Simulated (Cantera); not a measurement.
A closed system holds: 1 mol H2S, 0.67 mol H2O, 0.057 mol O2, held at 1998.15 K and 0.0100 bar.

Method: chemical equilibrium by Gibbs-energy minimisation in Cantera with the NASA 1993 tables (ideal gas, pure condensed phases). Candidate condensed phases: H2O, H2SO4, S; 19 gas species. Kinetics and transport are ignored.

Base state: H2 0.473, H2O 0.237, S2 0.162, SO 0.0367, SO2 0.0357, SH 0.0197, S 0.0126, H2S 0.0113 (mole fractions); condensed: gas only.

Task: What changes in the equilibrium state with this change: O2 from 0.057 to 3.8 mol?

Result: 
| species | before | after |
|---|---|---|
| O2 | 2.02e-6 | 0.455 |
| H2O | 0.237 | 0.325 |
| SO2 | 0.0357 | 0.199 |
| H2 | 0.473 | 0.00137 |
| S2 | 0.162 | <1e-9 |
| H2S | 0.0113 | <1e-9 |
| SH | 0.0197 | 2.63e-8 |
| S | 0.0126 | 3.14e-7 |
| SO | 0.0367 | 0.000432 |
| OH | 0.000549 | 0.0140 |
| H | 0.0110 | 0.000595 |
| S2O | 0.000702 | <1e-9 |
| SO3 | 2.87e-8 | 7.59e-5 |

Task: What changes in the equilibrium state with this change: temperature from 1998.15 K to 775 K?

Result: 
```csv
species,before,after
H2S,0.0113,0.503
H2O,0.237,0.451
S2,0.162,0.0364
H2,0.473,0.00856
S,0.0126,<1e-9
H,0.0110,<1e-9
SO,0.0367,2.83e-8
SH,0.0197,1.06e-6
SO2,0.0357,0.000474
OH,0.000549,<1e-9
S2O,0.000702,3.83e-5
```
Gases not in the tables: S3 to S7.
